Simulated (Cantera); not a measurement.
A perfectly stirred reactor is fed with H2 : O2 : N2 = 0.17 : 1 : 0.54 (molar parts), equivalence ratio 0.085, at 0.0132 atm; it is held at 1248 K, and followed from long to short residence time.

Detailed kinetics in Cantera: the H2/O2 subset of GRI-Mech 3.0, which has no nitrogen chemistry. Radical loss at walls, strong at low pressure, is not modelled. The temperature is held fixed by assumption; the heat of reaction is taken as removed at once.

```json
[
 {"quantity": "x(H2) at τ = 0.560 s", "before": "0.000645", "after": "0.00138"},
 {"quantity": "x(O2) at τ = 0.560 s", "before": "0.558", "after": "0.562"},
 {"quantity": "x(H) at τ = 0.560 s", "before": "0.00112", "after": "0.000575"},
 {"quantity": "x(O) at τ = 0.560 s", "before": "0.00533", "after": "0.00168"},
 {"quantity": "x(HO2) at τ = 0.560 s", "before": "2.43e-6", "after": "5.62e-6"},
 {"quantity": "x(H2) at τ = 23.0 ms", "before": "0.00361", "after": "0.00842"},
 {"quantity": "x(O2) at τ = 23.0 ms", "before": "0.537", "after": "0.555"},
 {"quantity": "x(H) at τ = 23.0 ms", "before": "0.0143", "after": "0.0104"},
 {"quantity": "x(O) at τ = 23.0 ms", "before": "0.0282", "after": "0.00893"},
 {"quantity": "x(HO2) at τ = 23.0 ms", "before": "3.60e-6", "after": "7.86e-6"}
]
```

**Question.** Which change was made?
(A) temperature 1248 to 1175 K
(B) pressure from 0.0132 atm to 0.0263 atm
(C) temperature 1248 to 975 K
(D) H2 0.17 to 0.023 parts

**Answer.** C, temperature 1248 to 975 K
